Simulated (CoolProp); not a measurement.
Vapour-liquid equilibrium of R22 (1) + C3F8 (R218) (2) at -67.85 °C; x and y are mole fractions of (1).

Computed with CoolProp (multi-fluid Helmholtz-energy mixture model, Kamei 1995 and Lemmon 2006; pair parameters Bell 2016).

Give the bubble pressure and the first vapour's composition at x = 0.05, 0.65, 0.725. Is there an azeotrope?

x = 0.05: 0.02312 MPa, y = 0.205; x = 0.65: 0.03384 MPa, y = 0.594; x = 0.725: 0.03372 MPa, y = 0.603. y crosses x between x = 0.575 and 0.65: the model has an azeotrope there.

The pair parameters rest on a limited set of measurements; away from them the model extrapolates. With so large a gap from Raoult's law the liquid may split in two, which this calculation doesn't test in full.
